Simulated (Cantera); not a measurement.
# Silicon carbide growth: CH₃SiH₃ + C₂H₄ + H₂

Input: 1 mol CH₃SiH₃, 0.14 mol C₂H₄, 810 mol H₂, at 0.100 bar.

Method: chemical equilibrium by Gibbs-energy minimisation in Cantera with the NASA 1993 tables (ideal gas, pure condensed phases). Candidate condensed phases: C, C₆H₆, C₇H₈, C₈H₁₈, Si, SiC; 87 gas species. The feed counts by its element totals alone. Equilibrium is a limit: real reactors are often held back by kinetics, nucleation or transport.

| T (K) | x H₂ | x H | x CH₄ | x C₂H₂ (acetylene) | x Si | x SiH₂ | x SiH | x CH₃ | n SiC(s) | n C(graphite) |
|---|---|---|---|---|---|---|---|---|---|---|
| 1148 | 1.000 | 2.27e-7 | 0.000344 | 7.79e-10 | <1e-12 | 3.32e-11 | <1e-12 | 1.46e-9 | 1.00 | 0 |
| 1223 | 1.000 | 9.51e-7 | 0.000344 | 1.05e-8 | <1e-12 | 1.40e-10 | <1e-12 | 6.29e-9 | 1.000 | 0 |
| 1298 | 1.000 | 3.39e-6 | 0.000344 | 1.04e-7 | 2.75e-12 | 5.00e-10 | 7.30e-12 | 2.29e-8 | 1.000 | 0 |
| 1373 | 1.000 | 1.05e-5 | 0.000343 | 8.01e-7 | 2.42e-11 | 1.56e-9 | 4.34e-11 | 7.19e-8 | 1.000 | 0 |
| 1448 | 1.000 | 2.91e-5 | 0.000333 | 4.75e-6 | 1.73e-10 | 4.42e-9 | 2.19e-10 | 1.96e-7 | 1.000 | 0.000683 |
| 1523 | 1.000 | 7.31e-5 | 0.000230 | 1.18e-5 | 1.44e-9 | 1.60e-8 | 1.33e-9 | 3.41e-7 | 1.000 | 0.0730 |
| 1598 | 1.000 | 0.000168 | 0.000165 | 2.69e-5 | 9.76e-9 | 5.11e-8 | 6.77e-9 | 5.64e-7 | 1.000 | 0.102 |
| 1673 | 0.999 | 0.000360 | 0.000121 | 5.69e-5 | 5.58e-8 | 1.47e-7 | 2.98e-8 | 8.89e-7 | 1.000 | 0.0876 |
| 1748 | 0.999 | 0.000722 | 9.18e-5 | 0.000113 | 2.74e-7 | 3.87e-7 | 1.15e-7 | 1.35e-6 | 0.999 | 0.0207 |
| 1823 | 0.998 | 0.00137 | 5.86e-5 | 0.000143 | 1.43e-6 | 1.14e-6 | 4.84e-7 | 1.62e-6 | 0.997 | 0 |
| 1898 | 0.997 | 0.00247 | 3.66e-5 | 0.000159 | 6.96e-6 | 3.25e-6 | 1.92e-6 | 1.81e-6 | 0.990 | 0 |
x: gas mole fraction; n: condensed amount in mol.

From 1148 K to 1373 K the condensed part is SiC(s). From 1448 K to 1748 K the condensed part is C(graphite) + SiC(s). From 1823 K to 1898 K the condensed part is SiC(s).
